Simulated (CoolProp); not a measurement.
Saturation properties of R1336mzz(E) (Tc = 130.4 °C, pc = 27.79 bar, ω = 0.413).

The numbers come from the reference Helmholtz-energy equation of state, Akasaka 2023 in CoolProp.

```
T (°C)  p (bar)  liquid density (kg/m³)  vapour density (kg/m³)  enthalpy of vaporisation (kJ/kg)  liquid cp (kJ/(kg K))
------  -------  ----------------------  ----------------------  --------------------------------  ---------------------
-24.95   0.2144                    1462                   1.731                             169.6                  1.195
-13.65   0.3868                    1434                   3.014                             164.2                  1.203
-2.35    0.6567                    1404                   4.962                             158.6                  1.213
8.95      1.058                    1373                   7.797                             153.0                  1.224
20.25     1.632                    1340                   11.79                             147.0                  1.237
31.55     2.421                    1305                   17.26                             140.8                  1.253
42.85     3.475                    1268                   24.61                             134.1                  1.273
54.15     4.848                    1228                   34.39                             127.0                  1.298
65.45     6.597                    1184                   47.30                             119.1                  1.330
76.65     8.763                    1135                   64.19                             110.4                  1.373
87.95     11.46                    1079                   86.95                             100.4                  1.436
99.25     14.73                    1013                   118.1                             88.71                  1.537
```

It boils at 7.9 °C under 1 atm.
